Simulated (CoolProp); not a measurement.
The fluid at 495 K and 0.118 MPa is throttled through a valve to 0.024 MPa with no heat exchange. The same conditions are run with several fluids, on thermodynamics alone (safety and materials aside).

Model: reference Helmholtz-energy equation of state of each fluid (R507A: Lemmon 2003; m-xylene: Zhou 2012; n-perfluoropentane: Gao 2022; n-hexane: Thol 2019; CF4 (R14): Platzer 1990), in CoolProp. The equations of Platzer and Polt are older, rougher fits. Blends and air are pseudo-pure fits.

Task: Rank R507A, m-xylene, n-perfluoropentane, n-hexane, CF4 (R14) by temperature change (K), highest first.

Result: CF4 (R14) (-0.2), R507A (-0.4), n-perfluoropentane (-0.5), n-hexane (-0.8), m-xylene (-1.4)

| fluid | final density (kg/m³) |
|---|---|
| R507A | 0.577 |
| m-xylene | 0.624 |
| n-perfluoropentane | 1.68 |
| n-hexane | 0.505 |
| CF4 (R14) | 0.513 |
